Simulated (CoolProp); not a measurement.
Saturation properties of n-octane (Tc = 568.7 K, pc = 2.484 MPa, ω = 0.398).

Computed with CoolProp (reference Helmholtz-energy equation of state, Beckmüller 2019).

```json
[
 {"T (K)": "349.4", "p (MPa)": "0.02027", "liquid cp (kJ/(kg K))": "2.429", "vapour Z": "0.9821", "vapour viscosity (µPa s)": "6.65", "liquid conductivity (mW/(m K))": "110"},
 {"T (K)": "364.4", "p (MPa)": "0.03495", "liquid cp (kJ/(kg K))": "2.493", "vapour Z": "0.9735", "vapour viscosity (µPa s)": "6.92", "liquid conductivity (mW/(m K))": "105"},
 {"T (K)": "379.4", "p (MPa)": "0.05721", "liquid cp (kJ/(kg K))": "2.559", "vapour Z": "0.9623", "vapour viscosity (µPa s)": "7.18", "liquid conductivity (mW/(m K))": "101"},
 {"T (K)": "394.5", "p (MPa)": "0.08980", "liquid cp (kJ/(kg K))": "2.628", "vapour Z": "0.9483", "vapour viscosity (µPa s)": "7.45", "liquid conductivity (mW/(m K))": "97.6"},
 {"T (K)": "409.5", "p (MPa)": "0.1352", "liquid cp (kJ/(kg K))": "2.698", "vapour Z": "0.9312", "vapour viscosity (µPa s)": "7.72", "liquid conductivity (mW/(m K))": "93.9"},
 {"T (K)": "424.5", "p (MPa)": "0.1966", "liquid cp (kJ/(kg K))": "2.771", "vapour Z": "0.9108", "vapour viscosity (µPa s)": "8.01", "liquid conductivity (mW/(m K))": "90.2"},
 {"T (K)": "439.5", "p (MPa)": "0.2778", "liquid cp (kJ/(kg K))": "2.848", "vapour Z": "0.8866", "vapour viscosity (µPa s)": "8.31", "liquid conductivity (mW/(m K))": "86.7"},
 {"T (K)": "454.5", "p (MPa)": "0.3824", "liquid cp (kJ/(kg K))": "2.929", "vapour Z": "0.8584", "vapour viscosity (µPa s)": "8.64", "liquid conductivity (mW/(m K))": "83.2"},
 {"T (K)": "469.5", "p (MPa)": "0.5145", "liquid cp (kJ/(kg K))": "3.017", "vapour Z": "0.8257", "vapour viscosity (µPa s)": "9.02", "liquid conductivity (mW/(m K))": "79.8"},
 {"T (K)": "484.6", "p (MPa)": "0.6800", "liquid cp (kJ/(kg K))": "3.117", "vapour Z": "0.7878", "vapour viscosity (µPa s)": "9.48", "liquid conductivity (mW/(m K))": "76.5"},
 {"T (K)": "499.6", "p (MPa)": "0.8816", "liquid cp (kJ/(kg K))": "3.233", "vapour Z": "0.7442", "vapour viscosity (µPa s)": "10.0", "liquid conductivity (mW/(m K))": "73.2"},
 {"T (K)": "514.6", "p (MPa)": "1.126", "liquid cp (kJ/(kg K))": "3.380", "vapour Z": "0.6933", "vapour viscosity (µPa s)": "10.8", "liquid conductivity (mW/(m K))": "70.1"},
 {"T (K)": "529.6", "p (MPa)": "1.419", "liquid cp (kJ/(kg K))": "3.595", "vapour Z": "0.6330", "vapour viscosity (µPa s)": "11.8", "liquid conductivity (mW/(m K))": "67.1"}
]
```

It boils at 398.8 K under 1 atm.

Viscosity comes from a separate model (Huber 2004). Thermal conductivity comes from a separate model (Huber 2005).
